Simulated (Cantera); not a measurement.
A Cantera script and its output.

```python
import numpy as np
import cantera as ct

gas = ct.Solution("gri30.yaml", transport_model="multicomponent")
show = ['N2', 'OH', 'H2O']

rows = []
print(f"{'T/K':>7s}{'rho':>11s}{'cp':>10s}{'mu':>11s}{'lambda':>11s}{'Pr':>7s}" + "".join(f"{'D_' + s:>11s}" for s in show))
for T in [400, 650, 900, 1150, 1400, 1650, 1900]:
    gas.TPX = T, 13332, {'C2H6': 0.9, 'C2H2': 0.76, 'CH4': 0.83, 'CO2': 0.25}
    Pr = gas.cp_mass * gas.viscosity / gas.thermal_conductivity
    D = [gas.mix_diff_coeffs_mole[gas.species_index(s)] for s in show]
    rows.append([gas.density, gas.cp_mass, gas.viscosity, gas.thermal_conductivity, Pr, *D])
    print(f"{T:7g}{gas.density:11.4e}{gas.cp_mass:10.1f}{gas.viscosity:11.4e}"
          f"{gas.thermal_conductivity:11.4e}{Pr:7.3f}" + "".join(f"{d:11.4e}" for d in D))
print("SI units: kg/m3, J/kg/K, Pa s, W/m/K, m2/s")
```

Result:

```
    T/K        rho        cp         mu     lambda     Pr       D_N2       D_OH      D_H2O
    400 1.0412e-01    1978.3 1.4035e-05 3.8180e-02  0.727 2.1995e-04 3.2908e-04 2.3466e-04
    650 6.4076e-02    2653.5 2.0786e-05 7.5340e-02  0.732 5.1313e-04 7.6301e-04 5.9555e-04
    900 4.6277e-02    3150.4 2.6409e-05 1.1377e-01  0.731 8.9266e-04 1.3240e-03 1.0813e-03
   1150 3.6217e-02    3540.3 3.1351e-05 1.5212e-01  0.730 1.3482e-03 1.9972e-03 1.6728e-03
   1400 2.9749e-02    3824.7 3.5834e-05 1.8830e-01  0.728 1.8731e-03 2.7729e-03 2.3581e-03
   1650 2.5242e-02    4036.9 3.9985e-05 2.2228e-01  0.726 2.4628e-03 3.6444e-03 3.1293e-03
   1900 2.1921e-02    4195.3 4.3885e-05 2.5408e-01  0.725 3.1136e-03 4.6063e-03 3.9808e-03
SI units: kg/m3, J/kg/K, Pa s, W/m/K, m2/s
```

Model: GRI-Mech 3.0 (53 species, 325 reactions), integrated in Cantera. The composition is frozen, though it would react at the higher temperatures.
